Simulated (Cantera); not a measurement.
Input (Python, Cantera) and output of one run.

```python
import numpy as np
import cantera as ct

gas_names = """
    F FO FO2 F2 F2O N NF NF2 NF3 NO NO2 NO3 N2 N2O O O2 O3 Si SiF SiF2 SiF3 SiF4 SiN SiO SiO2 Si2 Si2N
    Si3
""".split()
cond_names = """
    Si(cr) Si(L) SiO2(Lqz) SiO2(hqz) SiO2(L) Si2N2O(s) Si3N4(a)
""".split()


# ... load() reads the species with a 1 bar reference pressure and builds the phases ...
atoms = {
    'SiF4': {'Si': 1, 'F': 4},
    'NO': {'N': 1, 'O': 1},
}
top_T = {'Si2N2O(s)': 2100, 'Si3N4(a)': 2400}  # K; cautious upper limits of use, not melting points


# ... equilibrate(T, P, feed) seeds the gas with the atoms and calls Mixture.equilibrate('TP', solver="vcs", rtol=1e-11, max_steps=5000) ...
results = []
feed = {'SiF4': 1, 'NO': 1.4}  # mol
P = 130  # Pa
for T in [573, 773, 973, 1173, 1373, 1573, 1773, 1973, 2173]:
    mix = equilibrate(T, P, feed)
    results.append((T, P, feed, dict(zip(mix.species_names, mix.species_moles))))

top = {s: max(r[3][s] / sum(r[3][g] for g in gas_names) for r in results) for s in gas_names}
cols = sorted((s for s in top if top[s] > 1e-06), key=lambda s: -top[s])[:7]
seen = [c for c in cond_names if any(r[3].get(c, 0) > 1e-12 for r in results)]
print("log10 of partial pressures in bar; condensed amounts in mol")
print(f"{'T/K':>10s}" + "".join(f"{s[:9]:>10s}" for s in cols + seen))
for T, P, feed, n in results:
    ng = sum(n[g] for g in gas_names)
    print(f"{T:10.4g}" + "".join(f"{np.log10(max(n[s] / ng * P / 1e5, 1e-99)):10.3f}" for s in cols)
          + "".join(f"{n.get(c, 0):10.4g}" for c in seen))
```

Output:

```
log10 of partial pressures in bar; condensed amounts in mol
       T/K      SiF4        N2        O2         O         F      SiF3        NO SiO2(hqz)
       573    -3.266    -3.421    -3.421   -21.310   -22.424   -28.029   -11.092         0
       773    -3.266    -3.421    -3.421   -15.383   -15.305   -20.749    -8.937         0
       973    -3.266    -3.421    -3.421   -11.880   -12.737   -14.838    -7.668 8.392e-11
      1173    -3.266    -3.421    -3.421    -9.565   -10.354   -11.636    -6.831 1.927e-08
      1373    -3.266    -3.422    -3.422    -7.921    -8.660    -9.374    -6.238 8.138e-07
      1573    -3.266    -3.422    -3.422    -6.692    -7.394    -7.695    -5.796 9.284e-06
      1773    -3.267    -3.424    -3.425    -5.740    -6.393    -6.416    -5.455         0
      1973    -3.272    -3.428    -3.434    -4.983    -5.454    -5.545    -5.189         0
      2173    -3.293    -3.442    -3.469    -4.378    -4.650    -4.890    -4.990         0
```

Equilibrium computed with Cantera from the NASA thermochemical tables; the gas is ideal and each condensed phase is pure. The tables' values for SiF3, SiO2, SiF2 are old estimates; treat these amounts as uncertain.
